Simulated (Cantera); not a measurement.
Charge: 1 mol CuO, 0.61 mol CH₄, 0.57 mol CO, equilibrated at 4.30 mbar.

Method: chemical equilibrium by Gibbs-energy minimisation in Cantera with the NASA 1993 tables (ideal gas, pure condensed phases). Candidate condensed phases: C, C₆H₆, C₇H₈, C₈H₁₈, Cu, CuO, Cu(OH)₂, Cu₂O, H₂O; 113 gas species. Equilibrium is a limit: real reactors are often held back by kinetics, nucleation or transport. All values below are at 1775 K.

Base state: CO 0.409, H₂ 0.347, H₂O 0.112, Cu 0.0939, CO₂ 0.0354, H 0.00260, Cu₂ 0.000161, OH 5.21e-5 (mole fractions); condensed: Cu(l).

Q: What changes in the equilibrium state with this change: pressure from 4.30 mbar to 67.0 Pa?

A: 
| species | before | after |
|---|---|---|
| CO | 0.409 | 0.318 |
| Cu | 0.0939 | 0.293 |
| H₂ | 0.347 | 0.268 |
| H₂O | 0.112 | 0.0866 |
| CO₂ | 0.0354 | 0.0276 |
| OH | 5.21e-5 | 0.000116 |
| H | 0.00260 | 0.00579 |
| Cu₂ | 0.000161 | 0.000244 |
| Cu(l), mol | 0.750 | 0 |
